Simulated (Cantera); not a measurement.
What does this Cantera script print?

```python
import numpy as np
import cantera as ct

gas_names = """
    CL CL2 H HCL H2 Si SiCL SiCL2 SiCL3 SiCL4 SiH SiHCL3 SiH2 SiH2CL2 SiH3 SiH3CL SiH4 Si2 Si3
""".split()
cond_names = """
    Si(cr) Si(L)
""".split()


# ... load() reads the species with a 1 bar reference pressure and builds the phases ...
atoms = {
    'Si': {'Si': 1},
    'HCl': {'H': 1, 'CL': 1},
}
top_T = {}  # K; cautious upper limits of use, not melting points


# ... equilibrate(T, P, feed) seeds the gas with the atoms and calls Mixture.equilibrate('TP', solver="vcs", rtol=1e-11, max_steps=5000) ...
results = []
feed = {'Si': 1, 'HCl': 15}  # mol
T = 1325  # K
P = 1000  # Pa
mix = equilibrate(T, P, feed)
results.append((T, P, feed, dict(zip(mix.species_names, mix.species_moles))))
x = sorted(zip(gas.X, gas.species_names), reverse=True)
print(f"T = {T:g} K  P = {P:g} Pa  gas = {mix.phase_moles(0):.4g} mol")
print("   x: " + "  ".join(f"{s} {v:.3e}" for v, s in x if v > 1e-05))
print("   condensed (mol): " + ("  ".join(f"{mix.phase(i).name} {mix.phase_moles(i):.4g}"
      for i in range(1, mix.n_phases) if mix.phase_moles(i) > 1e-12) or "none"))
```

It prints:

```
T = 1325 K  P = 1000 Pa  gas = 14.08 mol
   x: HCL 7.934e-01  H2 1.355e-01  SiCL4 6.157e-02  SiCL3 5.861e-03  SiCL2 3.031e-03  SiHCL3 5.383e-04  CL 2.955e-05
   condensed (mol): none
```

Equilibrium computed with Cantera from the NASA thermochemical tables; the gas is ideal and each condensed phase is pure. The tables' values for SiCl3 are old estimates; treat these amounts as uncertain.
